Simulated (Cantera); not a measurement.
What does this Cantera script print?

```python
import numpy as np
import cantera as ct

gas = ct.Solution("h2o2.yaml")
gas.TPX = 775, 100000, {'H2': 0.44, 'O2': 1, 'N2': 5.8}
reactor = ct.IdealGasConstPressureReactor(gas, energy="off", clone=False)
net = ct.ReactorNet([reactor])
net.rtol, net.atol = 1e-08, 1e-18
show = ['H2', 'O2', 'HO2', 'H2O', 'O', 'H']
times = np.geomspace(1e-06, 200, 13)

steps = ct.SolutionArray(gas, extra=["t"])
rows = []
print(f"{'t/s':>10s}{'T/K':>9s}{'P/Pa':>11s}" + "".join(f"{s:>11s}" for s in show))
for t in times:
    while net.time < t:
        t_next = net.step()
        steps.append(gas.state, t=t_next)
    rows.append([np.interp(t, steps.t, y) for y in (steps.T, steps.P, *steps(*show).X.T)])
    print(f"{t:10.3e}{rows[-1][0]:9.1f}{rows[-1][1]:11.4g}" + "".join(f"{x:11.3e}" for x in rows[-1][2:]))
rate = np.gradient(steps.T, steps.t)
print("integrator steps:", len(steps.t))
if steps.T.max() > steps.T[0] + 200:
    print(f"time of steepest temperature rise: {steps.t[rate.argmax()]:.4e} s")
gas.TPX = 775, 100000, {'H2': 0.44, 'O2': 1, 'N2': 5.8}
gas.equilibrate("TP")
print(f"equilibrium (TP): T = {gas.T:.1f} K  " + "  ".join(f"{s} {gas[s].X[0]:.3e}" for s in show))
```

It prints:

```
       t/s      T/K       P/Pa         H2         O2        HO2        H2O          O          H
 1.000e-06    775.0      1e+05  6.077e-02  1.381e-01  2.352e-15  1.915e-18  1.035e-17  1.883e-15
 4.918e-06    775.0      1e+05  6.077e-02  1.381e-01  1.452e-14  1.029e-16  1.742e-16  6.272e-15
 2.418e-05    775.0      1e+05  6.077e-02  1.381e-01  9.378e-14  2.257e-15  1.330e-15  9.763e-15
 1.189e-04    775.0      1e+05  6.077e-02  1.381e-01  5.123e-13  2.069e-14  2.642e-15  1.038e-14
 5.848e-04    775.0      1e+05  6.077e-02  1.381e-01  2.588e-12  1.201e-13  2.694e-15  1.041e-14
 2.876e-03    775.0      1e+05  6.077e-02  1.381e-01  1.280e-11  6.112e-13  2.713e-15  1.048e-14
 1.414e-02    775.0      1e+05  6.077e-02  1.381e-01  6.307e-11  3.076e-12  2.803e-15  1.083e-14
 6.955e-02    775.0      1e+05  6.077e-02  1.381e-01  3.115e-10  1.649e-11  3.254e-15  1.258e-14
 3.420e-01    775.0      1e+05  6.077e-02  1.381e-01  1.571e-09  1.249e-10  5.649e-15  2.183e-14
 1.682e+00    775.0      1e+05  6.077e-02  1.381e-01  9.566e-09  3.185e-09  2.364e-14  9.135e-14
 8.270e+00    775.0      1e+05  6.077e-02  1.381e-01  9.933e-08  4.350e-07  3.703e-13  1.432e-12
 4.067e+01    775.0      1e+05  6.067e-02  1.381e-01  6.545e-07  9.015e-05  9.448e-12  3.669e-11
 2.000e+02    775.0      1e+05  4.779e-02  1.322e-01  2.755e-06  1.302e-02  1.549e-10  5.399e-10
integrator steps: 549
equilibrium (TP): T = 775.0 K  H2 2.970e-15  O2 1.111e-01  HO2 4.412e-12  H2O 6.268e-02  O 7.894e-15  H 5.440e-20
```

Computed with Cantera and the H2/O2 subset of GRI-Mech 3.0, which has no nitrogen chemistry. Below about 950 K walls govern HO2 and H2O2 in real vessels. The temperature is held fixed by assumption; the heat of reaction is taken as removed at once.
